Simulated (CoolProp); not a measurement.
Vapour-liquid equilibrium of isobutene (1) + n-octane (2) at 0.112 MPa; x and y are mole fractions of (1).

Model: multi-fluid Helmholtz-energy mixture model, Lemmon 2005 and Beckmüller 2019; pair parameters Bell 2016, in CoolProp.

Task: Give the bubble temperature and the first vapour's composition at x = 0.05, 0.5, 0.95. Is there an azeotrope?

Result: x = 0.05: 370.5 K, y = 0.622; x = 0.5: 289.2 K, y = 0.994; x = 0.95: 270.1 K, y = 1.000. No azeotrope shows between x = 0.05 and 0.95.

The pair parameters rest on a limited set of measurements; away from them the model extrapolates.
